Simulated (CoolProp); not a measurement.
Model: reference Helmholtz-energy equation of state, Tillner-Roth 1997, in CoolProp.

Question: For CH2F2 (R32), give the phase and the cv (kJ/(kg K)), viscosity (µPa s) at 435 K and 0.104 MPa; 435 K and 2.3 MPa.

Answer: 
- 435 K and 0.104 MPa: gas; cv 0.885, viscosity 19.2
- 435 K and 2.3 MPa: gas; cv 0.918, viscosity 19.3

Viscosity comes from a separate model (Bell 2016), an estimate that may be off by 10 % or more.
